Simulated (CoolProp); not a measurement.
Vapour-liquid equilibrium of isobutene (1) + n-octane (2) at 0.0264 MPa; x and y are mole fractions of (1).

Computed with CoolProp (multi-fluid Helmholtz-energy mixture model, Lemmon 2005 and Beckmüller 2019; pair parameters Bell 2016).

```csv
x,bubble temperature (K),y at the bubble point,dew temperature at overall composition x (K),liquid density (mol/L)
0.05,312.8,0.850,355.1,6.152
0.15,280.3,0.979,352.1,6.713
0.25,266.9,0.993,348.8,7.176
0.35,258.8,0.996,345.2,7.639
0.45,253.0,0.998,341.1,8.129
0.55,248.6,0.999,336.3,8.657
0.65,245.0,0.999,330.5,9.231
0.75,242.0,1.000,323.2,9.862
0.85,239.4,1.000,312.8,10.56
0.95,237.2,1.000,293.3,11.33
```

No azeotrope shows between x = 0.05 and 0.95.

Pair parameters are fitted to limited data, so mixtures are less certain than the pure fluids. The gap from Raoult's law changes sign with composition, which may be real or a fault of the pair parameters; it wasn't checked against measurements.
